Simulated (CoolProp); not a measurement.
Octamethylcyclotetrasiloxane (D4) along the isotherm 620 K: Z from the reference equation and from simpler models built on Tc = 586.5 K, pc = 1.347 MPa, ω = 0.598; each cubic takes its own stable root.

The numbers come from the reference Helmholtz-energy equation of state, Thol 2015 in CoolProp.

```tsv
p (MPa)	phase	reference
0.842	gas	0.7995
1.68	supercritical	0.5219
2.53	supercritical	0.3526
3.37	supercritical	0.4011
4.21	supercritical	0.4669
5.05	supercritical	0.5354
5.89	supercritical	0.6041
6.74	supercritical	0.6733
7.58	supercritical	0.7411
8.42	supercritical	0.8082
9.26	supercritical	0.8748
10.1	supercritical	0.9407
10.9	supercritical	1.003
11.8	supercritical	1.072
12.6	supercritical	1.134
13.5	supercritical	1.202
```

**Question.** How far does each simpler model (van der Waals, Redlich-Kwong, Soave-Redlich-Kwong, Peng-Robinson) lie from the reference over these 16 states: mean and median of the absolute difference, and the worst?

**Answer.** 
- van der Waals: mean 27.9 %, median 31.4 %, worst +31.8 % at 620 K and 13.5 MPa
- Redlich-Kwong: mean 4.8 %, median 4.3 %, worst -11.6 % at 620 K and 1.68 MPa
- Soave-Redlich-Kwong: mean 7.8 %, median 6.3 %, worst +19.3 % at 620 K and 2.53 MPa
- Peng-Robinson: mean 4.1 %, median 4.3 %, worst +9.9 % at 620 K and 2.53 MPa
